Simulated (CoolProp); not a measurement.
Vapour pressure (bar) of the fluoroketone C6F12O (FK-5-1-12): the reference equation beside estimates from Tc = 441.8 K, pc = 18.69 bar, ω = 0.471.

The numbers come from the reference Helmholtz-energy equation of state, McLinden 2015 in CoolProp.

```
T (K)  reference  Lee-Kesler  van der Waals  Redlich-Kwong  Soave-Redlich-Kwong
-----  ---------  ----------  -------------  -------------  -------------------
204    0.0006267   0.0007002         0.2968        0.01303            0.0007148
220.8   0.003349    0.003539         0.5177        0.04193             0.003602
237.5    0.01325     0.01357         0.8350         0.1091              0.01375
254.2    0.04183     0.04217          1.269         0.2430              0.04253
270.9     0.1106      0.1107          1.838         0.4789               0.1112
287.7     0.2550      0.2549          2.564         0.8606               0.2551
304.4     0.5221      0.5220          3.454          1.427               0.5217
321.1     0.9751      0.9756          4.525          2.226               0.9757
337.8      1.689       1.691          5.792          3.301                1.696
354.5      2.752       2.753          7.264          4.695                2.773
371.3      4.273       4.271          8.964          6.460                4.321
388        6.345       6.338          10.88          8.615                6.436
```

Absolute difference from the reference over all 12 rows, mean and median: Lee-Kesler 1.8 and 0.1 %, van der Waals 6311.2 and 733.5 %, Redlich-Kwong 455.0 and 205.4 %, Soave-Redlich-Kwong 2.6 and 0.9 %.
